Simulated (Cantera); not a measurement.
# FeS2 + H2S + O2 + SO2 (roasting and sulfation)

Feed: 1 mol FeS2, 0.078 mol H2S, 1.3 mol O2, 0.34 mol SO2, equilibrated at 0.130 bar.

Cantera equilibrium calculation (NASA polynomials, part measured and part estimated; ideal gas, pure solids and liquids). Candidate condensed phases: Fe, FeO, Fe(OH)2, Fe(OH)3, FeS, FeSO4, FeS2, Fe2O3, Fe2(SO4)3, Fe3O4, H2O, H2SO4, S; 22 gas species. Mutual solubility and eutectic melting of coexisting phases are not modelled. FeS: taken at fixed stoichiometry. Gases not in the tables: S3 to S7. Equilibrium is a limit: real reactors are often held back by kinetics, nucleation or transport.

```json
[
 {"T (K)": "623", "x SO2": "0.942", "x H2O": "0.0575", "x S2": "1.99e-5", "x S2O": "1.36e-5", "x H2S": "2.41e-5", "x H2": "1.71e-7", "x SO": "1.02e-9", "n FeS2(s)": "0.570", "n Fe2O3(s)": "0.215", "n Fe3O4(s)": "0", "n FeS(s)": "0"},
 {"T (K)": "673", "x SO2": "0.942", "x H2O": "0.0574", "x S2": "0.000106", "x S2O": "4.49e-5", "x H2S": "6.00e-5", "x H2": "6.51e-7", "x SO": "8.84e-9", "n FeS2(s)": "0.570", "n Fe2O3(s)": "0.215", "n Fe3O4(s)": "0", "n FeS(s)": "0"},
 {"T (K)": "723", "x SO2": "0.943", "x H2O": "0.0562", "x S2": "0.000514", "x S2O": "0.000139", "x H2S": "0.000143", "x H2": "2.10e-6", "x SO": "5.90e-8", "n FeS2(s)": "0.556", "n Fe2O3(s)": "0", "n Fe3O4(s)": "0.148", "n FeS(s)": "0"},
 {"T (K)": "773", "x SO2": "0.941", "x H2O": "0.0560", "x S2": "0.00205", "x S2O": "0.000376", "x H2S": "0.000311", "x H2": "5.96e-6", "x SO": "3.09e-7", "n FeS2(s)": "0.554", "n Fe2O3(s)": "0", "n Fe3O4(s)": "0.149", "n FeS(s)": "0"},
 {"T (K)": "823", "x SO2": "0.936", "x H2O": "0.0555", "x S2": "0.00697", "x S2O": "0.000903", "x H2S": "0.000619", "x H2": "1.49e-5", "x SO": "1.32e-6", "n FeS2(s)": "0.548", "n Fe2O3(s)": "0", "n Fe3O4(s)": "0.151", "n FeS(s)": "0"},
 {"T (K)": "873", "x SO2": "0.932", "x H2O": "0.0475", "x S2": "0.0176", "x S2O": "0.00175", "x H2S": "0.000874", "x H2": "2.80e-5", "x SO": "4.60e-6", "n FeS2(s)": "0", "n Fe2O3(s)": "0", "n Fe3O4(s)": "0.0492", "n FeS(s)": "0.852"},
 {"T (K)": "923", "x SO2": "0.926", "x H2O": "0.0474", "x S2": "0.0234", "x S2O": "0.00209", "x H2S": "0.000909", "x H2": "4.93e-5", "x SO": "1.22e-5", "n FeS2(s)": "0", "n Fe2O3(s)": "0", "n Fe3O4(s)": "0.0531", "n FeS(s)": "0.841"},
 {"T (K)": "973", "x SO2": "0.919", "x H2O": "0.0473", "x S2": "0.0302", "x S2O": "0.00246", "x H2S": "0.000945", "x H2": "8.23e-5", "x SO": "2.92e-5", "n FeS2(s)": "0", "n Fe2O3(s)": "0", "n Fe3O4(s)": "0.0578", "n FeS(s)": "0.827"},
 {"T (K)": "1023", "x SO2": "0.911", "x H2O": "0.0471", "x S2": "0.0381", "x S2O": "0.00285", "x H2S": "0.000980", "x H2": "0.000131", "x SO": "6.43e-5", "n FeS2(s)": "0", "n Fe2O3(s)": "0", "n Fe3O4(s)": "0.0631", "n FeS(s)": "0.811"}
]
```
x: gas mole fraction; n: condensed amount in mol.

From 623 K to 673 K the condensed part is FeS2(s) + Fe2O3(s). From 723 K to 823 K the condensed part is FeS2(s) + Fe3O4(s). From 873 K to 1023 K the condensed part is FeS(s) + Fe3O4(s).
